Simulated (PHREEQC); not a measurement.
Consider water at 25 °C with 0.072 mol/kgw HBr and 0.0076 mol/kgw KCl. Closed to the air; pH follows from the charge balance.

The numbers come from PHREEQC with the ion-association model, phreeqc.dat.

Each row changes one thing in this solution. Precipitation was switched off in this run.

```json
[
 {"case": "as made", "pH": "1.22", "ionic strength (mol/kgw)": "0.0796"},
 {"case": "0.0042 mol/kgw NH3 added", "pH": "1.25", "ionic strength (mol/kgw)": "0.0796"},
 {"case": "KCl from 0.0076 to 0.00152 mol/kgw", "pH": "1.22", "ionic strength (mol/kgw)": "0.0735"},
 {"case": "KCl from 0.0076 to 0.00684 mol/kgw", "pH": "1.22", "ionic strength (mol/kgw)": "0.0788"},
 {"case": "KCl replaced by KHF2 at the same molality", "pH": "1.27", "ionic strength (mol/kgw)": "0.0722"},
 {"case": "HBr from 0.072 to 0.72 mol/kgw", "pH": "0.27", "ionic strength (mol/kgw)": "0.728"},
 {"case": "KCl from 0.0076 to 0.0152 mol/kgw", "pH": "1.22", "ionic strength (mol/kgw)": "0.0872"},
 {"case": "diluted 10-fold with water", "pH": "2.18", "ionic strength (mol/kgw)": "0.00796"},
 {"case": "0.078 mol/kgw CaBr2 added", "pH": "1.25", "ionic strength (mol/kgw)": "0.314"}
]
```

The ionic strength passes 0.7 mol/kgw, the rough limit of the ion-association models, in HBr from 0.072 to 0.72 mol/kgw.
